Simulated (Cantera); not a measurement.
Input: 1 mol MgO, 1.1 mol H₂O, 1.8 mol H₂, 0.84 mol HI, at 1325 °C and 48.0 mbar.

Equilibrium computed with Cantera from the NASA thermochemical tables; the gas is ideal and each condensed phase is pure. Candidate condensed phases: H₂O, I₂, Mg, MgI₂, MgO, Mg(OH)₂; 20 gas species. Rates play no part.

Base state: H₂ 0.521, H₂O 0.272, I 0.153, HI 0.0530, I₂ 0.000347, MgI₂ 0.000189, H 0.000175 (mole fractions); condensed: MgO(s).

Problem. What changes in the equilibrium state with this change: temperature from 1325 °C to 825 °C?

Solution. 
```csv
species,before,after
H₂,0.521,0.492
H₂O,0.272,0.290
HI,0.0530,0.185
I,0.153,0.0305
MgI₂,0.000189,2.13e-5
H,0.000175,7.92e-8
I₂,0.000347,0.00278
"MgO(s), mol",0.999,1.000
```
